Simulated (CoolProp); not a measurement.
Vapour-liquid equilibrium of cyclohexane (1) + toluene (2) at 15.55 °C; x and y are mole fractions of (1).

Values from CoolProp's multi-fluid Helmholtz-energy mixture model, Zhou 2014 and Lemmon 2006; pair parameters Bell 2016.

```
x     bubble pressure, mixture model (bar)  bubble pressure, Raoult's law (bar)  y, mixture model  y, Raoult's law
----  ------------------------------------  -----------------------------------  ----------------  ---------------
0.05                               0.02769                              0.02591             0.214            0.161
0.15                               0.03639                              0.03199             0.461            0.392
0.25                               0.04398                              0.03806             0.600            0.549
0.35                               0.05066                              0.04413             0.692            0.663
0.45                                   [?]                              0.05021             0.759            0.749
0.55                               0.06204                              0.05628             0.812            0.817
0.65                               0.06707                              0.06235               [?]            0.872
0.75                               0.07186                              0.06843             0.899            0.916
0.85                               0.07655                              0.07450             0.938            0.954
0.95                                   [?]                              0.08057               [?]            0.986
```

### Question
What belongs in the gaps?

### Answer

- 0.45, bubble pressure, mixture model (bar): 0.05662
- 0.65, y, mixture model: 0.858
- 0.95, bubble pressure, mixture model (bar): 0.08124
- 0.95, y, mixture model: 0.979

The largest gap from Raoult's law is +15.6 % in bubble pressure, at x = 0.25. No azeotrope shows between x = 0.05 and 0.95.

The pair parameters rest on a limited set of measurements; away from them the model extrapolates.
